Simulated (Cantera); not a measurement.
Source: NASA polynomial tables (part measured, part estimated), evaluated in Cantera. Values are per mole of reaction as written; species without (g) are pure solids or liquids, kept so even where they would boil at 1 bar.

CH3OH(g) = CH3(g) + OH(g)

```json
[
 {"T (K)": "300", "ΔH° (kJ)": "387.2", "ΔS° (J/K)": "138.1", "ΔG° (kJ)": "345.8", "log10 K": "-60.21"},
 {"T (K)": "2573", "ΔH° (kJ)": "387.0", "ΔS° (J/K)": "149.3", "ΔG° (kJ)": "2.8", "log10 K": "-0.06"},
 {"T (K)": "2623", "ΔH° (kJ)": "386.6", "ΔS° (J/K)": "149.2", "ΔG° (kJ)": "-4.6", "log10 K": "0.09"},
 {"T (K)": "2673", "ΔH° (kJ)": "386.3", "ΔS° (J/K)": "149.0", "ΔG° (kJ)": "-12.1", "log10 K": "0.24"},
 {"T (K)": "2723", "ΔH° (kJ)": "(withheld)", "ΔS° (J/K)": "(withheld)", "ΔG° (kJ)": "(withheld)", "log10 K": "(withheld)"},
 {"T (K)": "2773", "ΔH° (kJ)": "385.7", "ΔS° (J/K)": "148.8", "ΔG° (kJ)": "-27.0", "log10 K": "0.51"},
 {"T (K)": "2823", "ΔH° (kJ)": "385.4", "ΔS° (J/K)": "148.7", "ΔG° (kJ)": "-34.4", "log10 K": "0.64"},
 {"T (K)": "2873", "ΔH° (kJ)": "385.0", "ΔS° (J/K)": "148.6", "ΔG° (kJ)": "-41.8", "log10 K": "0.76"},
 {"T (K)": "2923", "ΔH° (kJ)": "(withheld)", "ΔS° (J/K)": "(withheld)", "ΔG° (kJ)": "(withheld)", "log10 K": "(withheld)"},
 {"T (K)": "2973", "ΔH° (kJ)": "384.4", "ΔS° (J/K)": "148.4", "ΔG° (kJ)": "-56.7", "log10 K": "1.00"}
]
```

### Question
Fill in the missing entries.

### Answer

- 2723, ΔH° (kJ): 386.0
- 2723, ΔS° (J/K): 148.9
- 2723, ΔG° (kJ): -19.5
- 2723, log10 K: 0.37
- 2923, ΔH° (kJ): 384.7
- 2923, ΔS° (J/K): 148.5
- 2923, ΔG° (kJ): -49.3
- 2923, log10 K: 0.88
